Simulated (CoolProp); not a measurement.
Vapour-liquid equilibrium of hydrogen sulfide (1) + isobutane (2) at 37.85 °C; x and y are mole fractions of (1).

Model: multi-fluid Helmholtz-energy mixture model, Lemmon 2006 and Bücker 2006; pair parameters Kunz 2012, in CoolProp.

| x | bubble pressure, mixture model (MPa) | bubble pressure, Raoult's law (MPa) | y, mixture model | y, Raoult's law |
|---|---|---|---|---|
| 0.05 | 0.6486 | 0.6131 | [?] | 0.222 |
| 0.2 | [?] | 0.9471 | 0.578 | 0.576 |
| 0.35 | 1.484 | 1.281 | [?] | 0.745 |
| 0.5 | 1.812 | 1.615 | [?] | 0.845 |
| 0.65 | [?] | 1.949 | 0.856 | 0.910 |
| 0.8 | [?] | 2.283 | [?] | 0.956 |
| 0.95 | [?] | 2.617 | 0.976 | 0.990 |

Complete the blanks.


- 0.05, y, mixture model: 0.236
- 0.2, bubble pressure, mixture model (MPa): 1.090
- 0.35, y, mixture model: 0.719
- 0.5, y, mixture model: 0.798
- 0.65, bubble pressure, mixture model (MPa): 2.095
- 0.8, bubble pressure, mixture model (MPa): 2.363
- 0.8, y, mixture model: 0.912
- 0.95, bubble pressure, mixture model (MPa): 2.635

The largest gap from Raoult's law is +15.8 % in bubble pressure, at x = 0.35. No azeotrope shows between x = 0.05 and 0.95.

The pair parameters rest on a limited set of measurements; away from them the model extrapolates.
